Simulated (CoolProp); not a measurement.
Vapour-liquid equilibrium of propylene (1) + isobutane (2) at 1.42 MPa; x and y are mole fractions of (1).

Computed with CoolProp (multi-fluid Helmholtz-energy mixture model, Lemmon 2013 and Bücker 2006; pair parameters Bell 2016).

```csv
x,bubble temperature (°C),y at the bubble point,dew temperature at overall composition x (°C),liquid density (mol/L)
0.05,78.5,0.104,80.7,8.183
0.125,73.4,0.230,77.6,8.435
0.2,69.3,0.332,74.6,8.676
0.275,65.9,0.421,71.6,8.917
0.35,62.7,0.501,68.6,9.165
0.425,59.6,0.578,65.7,9.424
0.5,?,0.652,62.7,9.696
0.575,53.3,0.723,59.7,9.981
0.65,?,?,56.6,?
0.725,46.5,0.852,53.3,10.59
0.8,?,0.906,49.5,10.90
0.875,39.2,0.950,45.0,?
0.95,35.7,0.983,39.2,11.49
```

**Question.** What belongs in the gaps?

**Answer.** 
- 0.5, bubble temperature (°C): 56.5
- 0.65, bubble temperature (°C): 50.0
- 0.65, y at the bubble point: 0.790
- 0.65, liquid density (mol/L): 10.28
- 0.8, bubble temperature (°C): 42.9
- 0.875, liquid density (mol/L): 11.20

No azeotrope shows between x = 0.05 and 0.95.

The pair parameters rest on a limited set of measurements; away from them the model extrapolates.
